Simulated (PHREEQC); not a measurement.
A solution holds 57 mmol/kgw ZnBr2 and 0.15 mmol/kgw CaSO4, at 60 °C. Closed to the air; pH follows from the charge balance.

The numbers come from PHREEQC with the ion-association model, phreeqc.dat.

**Question.** The ionic strength comes out as 0.170 mol/kgw. What activity coefficients do Br-, Zn+2, ZnBr+, ZnOH+, SO4-2 get?

**Answer.** Br- 0.69, Zn+2 0.29, ZnBr+ 0.74, ZnOH+ 0.74, SO4-2 0.29.

Precipitation was switched off in this run. Away from 25 °C the constants follow the database's enthalpies or fits; those with neither stay at their 25 °C values.
